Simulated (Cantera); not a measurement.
Input: 1 mol Fe₂O₃, 0.38 mol C, 0.014 mol CO, held at 2000 K and 50.0 Pa.

Equilibrium computed with Cantera from the NASA thermochemical tables; the gas is ideal and each condensed phase is pure. Candidate condensed phases: C, Fe, Fe(CO)₅, FeO, Fe₂O₃, Fe₃O₄; 15 gas species. The tables' stoichiometric FeO is somewhat more stable than real wüstite, so its field is too wide. FeO: taken at fixed stoichiometry. Equilibrium is a limit: real reactors are often held back by kinetics, nucleation or transport.

Base state: CO₂ 0.648, O₂ 0.244, CO 0.0776, O 0.0148, Fe 0.00894, FeO 0.00683 (mole fractions); condensed: FeO(l).

Task: What changes in the equilibrium state with this change: temperature from 2000 K to 1173.15 K?

Result: 
```tsv
species	before	after
CO₂	0.648	0.948
CO	0.0776	0.0517
O₂	0.244	<1e-9
O	0.0148	<1e-9
Fe	0.00894	<1e-9
FeO	0.00683	<1e-9
FeO(l), mol	1.99	0
FeO(s), mol	0	1.26
Fe₃O₄(s), mol	0	0.246
```
Mutual solubility and eutectic melting of coexisting phases are not modelled.
